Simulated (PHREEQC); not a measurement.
A solution holds 0.017 mol/kgw ZnSO4, 5.4e-05 mol/kgw Na2SO4 and 0.012 mol/kgw FeSO4, at 25 °C. Closed to the air; pH follows from the charge balance.

Computed with PHREEQC (ion-association model, phreeqc.dat).

No solid was allowed to form.

**Question.** Estimate the pH.

**Answer.** pH 5.74.

**Question.** In which forms is Na present?

**Answer.** Na+ 97 %, NaSO4- 3.3 % of the Na.
